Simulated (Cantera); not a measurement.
Mixture: 3.64 % CH4, 0.400 % C2H6, 15.2 % O2, 80.8 % N2, at 61000 Pa, adiabatic and at constant pressure. Ignition delay is the time to a rise of 400 K.

Model: GRI-Mech 3.0 (53 species, 325 reactions), integrated in Cantera.

Problem. At T0 = 1150 K, what is the delay, and which 5 reactions control it most (d ln τ / d ln k, from doubling and halving each rate constant)?

Solution. The delay is 13.3 ms.
```tsv
reaction	d ln τ / d ln k	faster rate
CH3 + HO2 <=> CH3O + OH	-0.90	shortens it
H + O2 <=> O + OH	-0.81	shortens it
CH4 + OH <=> CH3 + H2O	0.60	lengthens it
CH4 + H <=> CH3 + H2	0.55	lengthens it
C2H6 + OH <=> C2H5 + H2O	-0.50	shortens it
```
